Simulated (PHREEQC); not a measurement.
Consider water at 72 °C with 21 mmol/kgw CuSO4 and 0.19 mmol/kgw FeCl3. Closed to the air; pH follows from the charge balance.

All values are PHREEQC results (ion-association model, phreeqc.dat), not measurements.

| quantity | before | after |
|---|---|---|
| pH | 3.94 | 3.99 |
| ionic strength (mol/kgw) | 0.0512 | 0.0550 |
| Cu+2 (mol/kgw) | 0.0127 | 0.0137 |
| SO4-2 (mol/kgw) | 0.0126 | 0.0135 |
| CuSO4 (mol/kgw) | 0.00818 | 0.00732 |
| HSO4- (mol/kgw) | 0.000244 | 5.51e-5 |

### Question
What was changed between the two runs?
A. temperature from 72 to 10 °C
B. FeCl3 left out
C. FeCl3 from 0.00019 to 0.000171 mol/kgw
D. CuSO4 from 0.021 to 0.0042 mol/kgw

### Answer
A, temperature from 72 to 10 °C

No solid was allowed to form. Some of these states are supersaturated (in Hematite (slow to form), Goethite (slow to form), for instance). At this temperature some constants are extrapolated from 25 °C, and those without enthalpy data are left unchanged.
